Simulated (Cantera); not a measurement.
Input: 1 mol Fe(CO)₅, 2.9 mol O₂, 0.15 mol H₂, equilibrated at 1298 K and 1 atm.

Cantera equilibrium calculation (NASA polynomials, part measured and part estimated; ideal gas, pure solids and liquids). Candidate condensed phases: C, C₆H₆, C₇H₈, C₈H₁₈, Fe, Fe(CO)₅, FeO, Fe(OH)₂, Fe(OH)₃, Fe₂O₃, Fe₃O₄, H₂O; 114 gas species. The tables' stoichiometric FeO is somewhat more stable than real wüstite, so its field is too wide. FeO: taken at fixed stoichiometry. Kinetics and transport are ignored.

Base state: CO₂ 0.904, CO 0.0668, H₂O 0.0279, H₂ 0.00118 (mole fractions); condensed: FeO(s).

### Question
What changes in the equilibrium state with this change: Fe(CO)₅ replaced by HgO?

### Answer
| species | before | after |
|---|---|---|
| O₂ | <1e-9 | 0.743 |
| Hg | 0 | 0.223 |
| H₂O | 0.0279 | 0.0335 |
| CO₂ | 0.904 | 0 |
| CO | 0.0668 | 0 |
| H₂ | 0.00118 | 3.24e-9 |
| FeO(s), mol | 1.00 | 0 |
Further candidate phases: Hg, HgO.

### Question
What changes in the equilibrium state with this change: Fe(CO)₅ replaced by PbO?

### Answer
| species | before | after |
|---|---|---|
| O₂ | <1e-9 | 0.949 |
| H₂O | 0.0279 | 0.0504 |
| PbO | 0 | 0.000430 |
| CO₂ | 0.904 | 0 |
| CO | 0.0668 | 0 |
| H₂ | 0.00118 | 4.30e-9 |
| OH | 1.12e-8 | 1.06e-5 |
| FeO(s), mol | 1.00 | 0 |
| PbO(l), mol | 0 | 0.999 |
Gases not in the tables: (PbO)n polymers. Further candidate phases: Pb, PbO, PbO₂, Pb₃O₄.
